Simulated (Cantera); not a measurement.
Feed: 1 mol Si(CH3)4, 1.4 mol C2H2, 3.6 mol H2, 0.012 mol CH4, at 1075 °C and 0.100 bar.

These are equilibrium values from Cantera (NASA tables, ideal gas, pure condensed phases), not measurements of a reactor. Candidate condensed phases: C, C6H6, C7H8, C8H18, Si, SiC; 87 gas species. Kinetics and transport are ignored.

Base state: H2 0.999, CH4 0.000582 (mole fractions); condensed: C(graphite) + SiC(s).

Task: What changes in the equilibrium state with this change: Si(CH3)4 replaced by SiCl4?

Result: 
| species | before | after |
|---|---|---|
| H2 | 0.999 | 0.529 |
| HCl | 0 | 0.425 |
| SiCl4 | 0 | 0.0342 |
| SiCl3 | 0 | 0.00497 |
| SiCl2 | 0 | 0.00362 |
| C(graphite), mol | 5.81 | 2.12 |
| SiC(s), mol | 1.00 | 0.694 |
The tables' values for SiCl3 are old estimates; treat these amounts as uncertain.
